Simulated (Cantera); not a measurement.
Ignition delay

Mixture: 12.3 % CH4, 3.80 % CO, 17.7 % O2, 66.3 % N2, at 25.0 bar, adiabatic and at constant pressure. Ignition delay is the time to a rise of 400 K.

Cantera simulation using GRI-Mech 3.0 (53 species, 325 reactions); the numbers are that mechanism's predictions, not measurements. The pressure lies above the range GRI-Mech 3.0 was tuned for (to about 10 atm).

| T0 (K) | delay (ms) |
|---|---|
| 1023 | 56.5 |
| 1073 | 23.2 |
| 1123 | 10.3 |
| 1173 | 4.91 |
| 1223 | 2.48 |
| 1273 | 1.32 |
| 1323 | 0.728 |
| 1373 | 0.416 |
| 1423 | 0.245 |
| 1473 | 0.148 |

```json
{
 "apparent activation energy between 1373 and 1473 K": "170 kJ/mol"
}
```
